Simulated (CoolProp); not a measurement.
Aqueous potassium carbonate as a coolant, at 22 °C, 1 atm.

Computed with CoolProp (Melinder's fits for secondary coolants).

```json
[
 {"mass %": "5", "freezing point (°C)": "-1.6", "cp (kJ/(kg K))": "3.908", "viscosity (mPa s)": "1.07", "density (kg/m³)": "1043", "Prandtl number": "6.97"},
 {"mass %": "7.4", "freezing point (°C)": "-2.6", "cp (kJ/(kg K))": "3.803", "viscosity (mPa s)": "1.13", "density (kg/m³)": "1066", "Prandtl number": "7.24"},
 {"mass %": "9.7", "freezing point (°C)": "-3.5", "cp (kJ/(kg K))": "3.710", "viscosity (mPa s)": "1.20", "density (kg/m³)": "1087", "Prandtl number": "7.54"},
 {"mass %": "12", "freezing point (°C)": "-4.5", "cp (kJ/(kg K))": "3.620", "viscosity (mPa s)": "1.28", "density (kg/m³)": "1109", "Prandtl number": "7.88"},
 {"mass %": "14.4", "freezing point (°C)": "-5.6", "cp (kJ/(kg K))": "3.528", "viscosity (mPa s)": "1.38", "density (kg/m³)": "1133", "Prandtl number": "8.27"},
 {"mass %": "16.7", "freezing point (°C)": "-6.8", "cp (kJ/(kg K))": "3.439", "viscosity (mPa s)": "1.48", "density (kg/m³)": "1156", "Prandtl number": "8.68"},
 {"mass %": "19", "freezing point (°C)": "-8.1", "cp (kJ/(kg K))": "3.350", "viscosity (mPa s)": "1.59", "density (kg/m³)": "1179", "Prandtl number": "9.14"},
 {"mass %": "21.4", "freezing point (°C)": "-9.8", "cp (kJ/(kg K))": "3.259", "viscosity (mPa s)": "1.73", "density (kg/m³)": "1204", "Prandtl number": "9.69"},
 {"mass %": "23.7", "freezing point (°C)": "-11.6", "cp (kJ/(kg K))": "3.173", "viscosity (mPa s)": "1.88", "density (kg/m³)": "1228", "Prandtl number": "10.3"},
 {"mass %": "26.1", "freezing point (°C)": "-13.9", "cp (kJ/(kg K))": "3.088", "viscosity (mPa s)": "2.06", "density (kg/m³)": "1254", "Prandtl number": "11.1"},
 {"mass %": "28.4", "freezing point (°C)": "-16.5", "cp (kJ/(kg K))": "3.012", "viscosity (mPa s)": "2.27", "density (kg/m³)": "1280", "Prandtl number": "11.9"}
]
```
